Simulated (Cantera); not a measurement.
**Equilibrium for sublimation and decomposition of ceramics: Al2O3 + H2**

Charge: 1 mol Al2O3, 0.02 mol H2, equilibrated at 101000 Pa.

Method: chemical equilibrium by Gibbs-energy minimisation in Cantera with the NASA 1993 tables (ideal gas, pure condensed phases). Candidate condensed phases: Al, Al2O3, H2O; 19 gas species. The tables' values for AlOH are old estimates; treat these amounts as uncertain. Equilibrium is a limit: real reactors are often held back by kinetics, nucleation or transport.

```json
[
 {"T (K)": "1425", "log p H2": "0.01", "log p H": "-5.16", "log p H2O": "-7.17", "log p Al": "-7.79", "log p Al2O": "-8.84", "log p AlOH": "-8.97", "log p AlH": "-7.57", "n Al2O3(s)": "1.00", "n Al2O3(l)": "0"},
 {"T (K)": "1525", "log p H2": "0.01", "log p H": "-4.62", "log p H2O": "-6.45", "log p Al": "-6.99", "log p Al2O": "-7.87", "log p AlOH": "-8.10", "log p AlH": "-6.95", "n Al2O3(s)": "1.00", "n Al2O3(l)": "0"},
 {"T (K)": "1625", "log p H2": "0.01", "log p H": "-4.15", "log p H2O": "-5.82", "log p Al": "-6.31", "log p Al2O": "-7.03", "log p AlOH": "-7.35", "log p AlH": "-6.42", "n Al2O3(s)": "1.00", "n Al2O3(l)": "0"},
 {"T (K)": "1725", "log p H2": "0.01", "log p H": "-3.73", "log p H2O": "-5.25", "log p Al": "-5.72", "log p Al2O": "-6.32", "log p AlOH": "-6.69", "log p AlH": "-5.96", "n Al2O3(s)": "1.00", "n Al2O3(l)": "0"},
 {"T (K)": "1825", "log p H2": "0.01", "log p H": "-3.35", "log p H2O": "-4.75", "log p Al": "-5.20", "log p Al2O": "-5.69", "log p AlOH": "-6.11", "log p AlH": "-5.57", "n Al2O3(s)": "1.00", "n Al2O3(l)": "0"},
 {"T (K)": "1925", "log p H2": "0.01", "log p H": "-3.02", "log p H2O": "-4.29", "log p Al": "-4.75", "log p Al2O": "-5.14", "log p AlOH": "-5.59", "log p AlH": "-5.22", "n Al2O3(s)": "1.00", "n Al2O3(l)": "0"},
 {"T (K)": "2025", "log p H2": "0.00", "log p H": "-2.71", "log p H2O": "-3.87", "log p Al": "-4.34", "log p Al2O": "-4.66", "log p AlOH": "-5.13", "log p AlH": "-4.92", "n Al2O3(s)": "1.000", "n Al2O3(l)": "0"},
 {"T (K)": "2125", "log p H2": "0.00", "log p H": "-2.44", "log p H2O": "-3.50", "log p Al": "-3.98", "log p Al2O": "-4.23", "log p AlOH": "-4.71", "log p AlH": "-4.64", "n Al2O3(s)": "1.000", "n Al2O3(l)": "0"},
 {"T (K)": "2225", "log p H2": "0.00", "log p H": "-2.19", "log p H2O": "-3.15", "log p Al": "-3.65", "log p Al2O": "-3.84", "log p AlOH": "-4.33", "log p AlH": "-4.40", "n Al2O3(s)": "1.000", "n Al2O3(l)": "0"},
 {"T (K)": "2325", "log p H2": "0.00", "log p H": "-1.96", "log p H2O": "-2.84", "log p Al": "-3.36", "log p Al2O": "-3.50", "log p AlOH": "-3.99", "log p AlH": "-4.18", "n Al2O3(s)": "1.000", "n Al2O3(l)": "0"},
 {"T (K)": "2425", "log p H2": "0.00", "log p H": "-1.75", "log p H2O": "-2.58", "log p Al": "-3.10", "log p Al2O": "-3.23", "log p AlOH": "-3.72", "log p AlH": "-3.99", "n Al2O3(s)": "0", "n Al2O3(l)": "1.000"},
 {"T (K)": "2525", "log p H2": "-0.01", "log p H": "-1.56", "log p H2O": "-2.35", "log p Al": "-2.87", "log p Al2O": "-2.99", "log p AlOH": "-3.48", "log p AlH": "-3.82", "n Al2O3(s)": "0", "n Al2O3(l)": "1.000"}
]
```
log p: log10 of the partial pressure in bar; n: condensed amount in mol.

From 1425 K to 2325 K the condensed part is Al2O3(s). From 2425 K to 2525 K the condensed part is Al2O3(l). The main Al-bearing gas is AlH at 1425 K and Al2O at 2525 K.
